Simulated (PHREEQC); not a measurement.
Solution (25 °C): 0.029 mol/kgw Pb(NO3)2, 0.053 mol/kgw KNO3 and 0.00026 mol/kgw Zn(NO3)2. Closed to the air; pH follows from the charge balance.

Equilibrium calculation in PHREEQC: ion-association model, phreeqc.dat.

**Question.** The ionic strength comes out as 0.121 mol/kgw. What activity coefficients do K+, PbOH+, Zn+2, NO3-, Pb2OH+3 get?

**Answer.** K+ 0.75, PbOH+ 0.77, Zn+2 0.35, NO3- 0.74, Pb2OH+3 0.096.

This is a speciation only: nothing precipitates in the calculation.
